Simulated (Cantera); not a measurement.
A perfectly stirred reactor is fed with CH4 : H2O : H2 = 1 : 4.4 : 0.43 (molar parts), at 1.00 bar; it is held at 1575 K, and followed from long to short residence time.

Computed with Cantera and GRI-Mech 3.0 (53 species, 325 reactions).

Q: What does this change do: H2O 4.4 to 35 parts?

A: 
| quantity | before | after |
|---|---|---|
| x(CH4) at τ = 1.20 s | 0.0478 | 0.00860 |
| x(H2O) at τ = 1.20 s | 0.582 | 0.902 |
| x(H2) at τ = 1.20 s | 0.297 | 0.0726 |
| x(O) at τ = 1.20 s | 5.19e-11 | 5.09e-10 |
| x(CH2O) at τ = 1.20 s | 1.26e-6 | 2.13e-6 |
| x(CH4) at τ = 23.0 ms | 0.142 | 0.0231 |
| x(H2O) at τ = 23.0 ms | 0.735 | 0.955 |
| x(H2) at τ = 23.0 ms | 0.110 | 0.0192 |
| x(O) at τ = 23.0 ms | 1.13e-10 | 8.96e-10 |
| x(CH2O) at τ = 23.0 ms | 8.08e-6 | 1.26e-5 |
